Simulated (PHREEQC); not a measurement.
**Metal-bearing waste water: speciation**

A solution holds 0.00011 mol/kgw Al2(SO4)3, 6.5e-06 mol/kgw CaCl2, 0.001 mol/kgw HCl and 6e-06 mol/kgw Na2SO4, at 65 °C. Closed to the air; pH follows from the charge balance.

Equilibrium calculation in PHREEQC: ion-association model, phreeqc.dat.

This is a speciation only: nothing precipitates in the calculation.

**Question.** What pH, ionic strength does the model give?

**Answer.** pH 3.04; ionic strength 0.00211 mol/kgw.

**Question.** In which forms is S present?

**Answer.** SO4-2 64 %, AlSO4+ 22 %, HSO4- 13 % of the S.

Constants without temperature data keep their 25 °C values here.
